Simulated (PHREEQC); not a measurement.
Consider water at 25 °C with 0.0042 mol H3BO3 and 0.00052 mol NaF per kg of water. Closed to the air; pH follows from the charge balance.

The numbers come from PHREEQC with the ion-association model, wateq4f.dat.

No solid was allowed to form.

Task: What pH does the model give?

Result: pH 5.93.

Real BF4- forms and hydrolyses slowly; the run takes it at equilibrium.
